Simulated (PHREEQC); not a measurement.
A solution holds 83 mmol/kgw NaHSO4, 170 mmol/kgw NH3 and 0.81 mmol/kgw NaCl, at 45 °C. Closed to the air; pH follows from the charge balance.

Model: ion-association model, phreeqc.dat, run in PHREEQC.

```csv
quantity,before,after
pH,8.97,8.84
ionic strength (mol/kgw),0.207,0.207
Na+ (mol/kgw),0.0764,0.0763
SO4-2 (mol/kgw),0.0618,0.0618
NaSO4- (mol/kgw),0.00739,0.00750
HSO4- (mol/kgw),3.91e-9,5.94e-9
```

What was changed between the two runs?
(A) diluted 100-fold with water
(B) temperature from 45 to 50 °C
(C) NH3 left out
(D) NaCl replaced by NaBr at the same molality
(E) NaCl left out

B, temperature from 45 to 50 °C

This is a speciation only: nothing precipitates in the calculation. Away from 25 °C the constants follow the database's enthalpies or fits; those with neither stay at their 25 °C values.
